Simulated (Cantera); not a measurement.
A Cantera script and what it prints.

```python
import numpy as np
import cantera as ct

gas_names = [...]  # 123 gases of nasa_gas.yaml made of C, H, O, Si
cond_names = """
    C(gr) C6H6(L) C7H8(L) C8H18(L),n-octa H2O(s) H2O(L) Si(cr) Si(L) SiC(b) SiO2(Lqz) SiO2(hqz) SiO2(L)
""".split()


# ... load() reads the species with a 1 bar reference pressure and builds the phases ...
atoms = {
    'Si': {'Si': 1},
    'CO2': {'C': 1, 'O': 2},
    'H2': {'H': 2},
}
top_T = {'C(gr)': 4500, 'SiC(b)': 3050}  # K; cautious upper limits of use, not melting points


# ... equilibrate(T, P, feed) seeds the gas with the atoms and calls Mixture.equilibrate('TP', solver="vcs", rtol=1e-11, max_steps=5000) ...
results = []
feed = {'Si': 1, 'CO2': 0.23, 'H2': 44}  # mol
P = 13332.2  # Pa
for T in [1073, 1173, 1273, 1373, 1473, 1573, 1673, 1773, 1873, 1973]:
    mix = equilibrate(T, P, feed)
    results.append((T, P, feed, dict(zip(mix.species_names, mix.species_moles))))

top = {s: max(r[3][s] / sum(r[3][g] for g in gas_names) for r in results) for s in gas_names}
cols = sorted((s for s in top if top[s] > 0.001), key=lambda s: -top[s])[:7]
seen = [c for c in cond_names if any(r[3].get(c, 0) > 1e-12 for r in results)]
print("log10 of partial pressures in bar; condensed amounts in mol")
print(f"{'T/K':>10s}" + "".join(f"{s[:9]:>10s}" for s in cols + seen))
for T, P, feed, n in results:
    ng = sum(n[g] for g in gas_names)
    print(f"{T:10.4g}" + "".join(f"{np.log10(max(n[s] / ng * P / 1e5, 1e-99)):10.3f}" for s in cols)
          + "".join(f"{n.get(c, 0):10.4g}" for c in seen))
```

It prints:

```
log10 of partial pressures in bar; condensed amounts in mol
       T/K        H2       SiO         H        CO    Si(cr)     Si(L)    SiC(b) SiO2(hqz)
      1073    -0.875    -8.051    -8.291   -10.548    0.5402         0    0.2298      0.23
      1173    -0.875    -6.616    -7.366    -8.836    0.5401         0    0.2298      0.23
      1273    -0.875    -5.411    -6.584    -7.397    0.5395         0    0.2298    0.2293
      1373    -0.875    -4.386    -5.915    -6.171    0.5337         0    0.2297    0.2231
      1473    -0.876    -3.503    -5.336    -5.113     0.492         0    0.2273    0.1767
      1573    -0.880    -2.875    -4.831    -4.333    0.3411         0    0.2144         0
      1673    -0.880    -2.881    -4.383    -4.203    0.3513         0     0.209         0
      1773    -0.880    -2.897    -3.986    -3.953         0    0.3824    0.1927         0
      1873    -0.880    -2.926    -3.630    -3.716         0    0.4323    0.1656         0
      1973    -0.881    -2.969    -3.311    -3.520         0    0.4942    0.1286         0
```

Cantera equilibrium calculation (NASA polynomials, part measured and part estimated; ideal gas, pure solids and liquids). Mutual solubility and eutectic melting of coexisting phases are not modelled. The tables hold silica as quartz up to 1696 K and as liquid above; real silica turns to tridymite and cristobalite and melts near 1996 K. Gases not in the tables: Si2H6 and higher silanes.
